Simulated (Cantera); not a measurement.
An adiabatic, constant-pressure homogeneous reactor starts with 20.5 % CO, 3.69 % H2, 15.9 % O2, 59.9 % N2, at 1050 K and 1.10 bar.

Detailed kinetics in Cantera: GRI-Mech 3.0 (53 species, 325 reactions).

x: mole fraction; the columns are a selection and need not sum to one.

```tsv
t (s)	T (K)	x CO	x H2	x O2	x NO2	x NO
4.00e-6	1050	0.205	0.0369	0.159	<1e-12	<1e-12
1.33e-5	1050	0.205	0.0369	0.159	<1e-12	<1e-12
4.43e-5	1050	0.205	0.0369	0.159	<1e-12	<1e-12
0.000147	1050	0.205	0.0369	0.159	<1e-12	<1e-12
0.000490	2216	0.0699	0.00252	0.0695	?	0.000123
0.00163	2528	0.0405	0.00122	0.0585	?	0.00128
0.00543	2550	0.0373	0.00111	0.0554	?	0.00500
0.0181	2544	0.0369	0.00110	0.0529	?	0.0101
0.0601	2543	0.0369	0.00110	0.0523	5.04e-6	0.0113
0.200	2543	0.0369	0.00110	0.0523	5.04e-6	0.0113
```

Question: What belongs in the gaps?

Answer: 
- 0.000490, x NO2: 4.32e-8
- 0.00163, x NO2: 5.85e-7
- 0.00543, x NO2: 2.27e-6
- 0.0181, x NO2: 4.52e-6
